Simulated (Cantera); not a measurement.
A Cantera script and what it prints.

```python
import numpy as np
import cantera as ct

gas_names = """
    F F2 H HF H2 H2F2 H3F3 H4F4 H5F5 H6F6 H7F7 N NF NF2 NF3 NH NH2 NH3 N2 N2H2 N2H4 Si SiF SiF2 SiF3
    SiF4 SiH SiHF3 SiH2 SiH2F2 SiH3 SiH3F SiH4 SiN Si2 Si2N Si3
""".split()
cond_names = """
    Si(cr) Si(L) Si3N4(a)
""".split()


def load(file, names, dense=False):
    # The tables refer to 1 bar. Condensed volumes are neglected.
    table = {s.name: s for s in ct.Species.list_from_file(file)}
    out = []
    for n in names:
        d = dict(table[n].input_data)
        d["thermo"] = dict(d["thermo"], **{"reference-pressure": 1e5})
        if dense:
            d["equation-of-state"] = {"model": "constant-volume", "density": "1e6 g/cm^3"}
        out.append(ct.Species.from_dict(d))
    return out


gas = ct.Solution(thermo="ideal-gas", species=load("nasa_gas.yaml", gas_names))
cond = {s.name: ct.Solution(thermo="fixed-stoichiometry", species=[s], name=s.name)
        for s in load("nasa_condensed.yaml", cond_names, dense=True)}
atoms = {
    'Si3N4': {'Si': 3, 'N': 4},
    'HF': {'H': 1, 'F': 1},
    'N2': {'N': 2},
}
top_T = {'Si3N4(a)': 2400}  # K; cautious upper limits of use, not melting points


def equilibrate(T, P, feed):
    n = {}
    for name, mol in feed.items():
        for a, k in atoms[name].items():
            n[a] = n.get(a, 0.0) + k * mol
    gas.TPX = T, P, n
    mass = sum(n.values()) * gas.mean_molecular_weight
    gas.equilibrate("TP")
    valid = [c for c in cond.values() if c.min_temp <= T <= top_T.get(c.name, c.max_temp)]
    mix = ct.Mixture([(gas, mass / gas.mean_molecular_weight)] + [(c, 0.0) for c in valid])
    mix.T, mix.P = T, P
    mix.equilibrate("TP", solver="vcs", rtol=1e-11, max_steps=5000)
    return mix


results = []
T = 875  # K
P = 170  # Pa
for m in [4.7, 7.6, 11, 13, 16, 19, 22, 25, 28]:
    feed = {'Si3N4': 1, 'HF': m, 'N2': 2.4}  # mol
    mix = equilibrate(T, P, feed)
    results.append((T, P, feed, dict(zip(mix.species_names, mix.species_moles))))

top = {s: max(r[3][s] / sum(r[3][g] for g in gas_names) for r in results) for s in gas_names}
cols = sorted((s for s in top if top[s] > 1e-05), key=lambda s: -top[s])[:6]
seen = [c for c in cond_names if any(r[3].get(c, 0) > 1e-12 for r in results)]
print("log10 of partial pressures in bar; condensed amounts in mol")
print(f"{'n(HF)':>10s}" + "".join(f"{s[:9]:>10s}" for s in cols + seen))
for T, P, feed, n in results:
    ng = sum(n[g] for g in gas_names)
    print(f"{feed['HF']:10.4g}" + "".join(f"{np.log10(max(n[s] / ng * P / 1e5, 1e-99)):10.3f}" for s in cols)
          + "".join(f"{n.get(c, 0):10.4g}" for c in seen))
```

It prints:

```
log10 of partial pressures in bar; condensed amounts in mol
     n(HF)        HF        N2        H2      SiF4     SiHF3  Si3N4(a)
       4.7    -6.386    -3.093    -3.225    -3.526    -7.051    0.6084
       7.6    -6.352    -3.177    -3.162    -3.463    -6.957    0.3668
        11    -6.335    -3.239    -3.126    -3.427    -6.902   0.08354
        13    -3.928    -3.284    -3.150    -3.451    -9.358         0
        16    -3.408    -3.367    -3.232    -3.533   -10.042         0
        19    -3.234    -3.436    -3.301    -3.602   -10.354         0
        22    -3.139    -3.495    -3.361    -3.662   -10.569         0
        25    -3.077    -3.548    -3.413    -3.714   -10.735         0
        28    -3.034    -3.594    -3.460    -3.761   -10.872         0
```

These are equilibrium values from Cantera (NASA tables, ideal gas, pure condensed phases), not measurements of a reactor.
